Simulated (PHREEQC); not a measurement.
Dissolve 0.00034 mol/kgw CdSO4 at 20 °C. Closed to the air; pH follows from the charge balance.

The numbers come from PHREEQC with the ion-association model, phreeqc.dat.

Precipitation was switched off in this run.

What pH, ionic strength does the model give?

pH 6.83; ionic strength 0.00128 mol/kgw.

In which forms is S present?

SO4-2 94 %, CdSO4 6.1 % of the S.

Species that the database lacks are ignored.
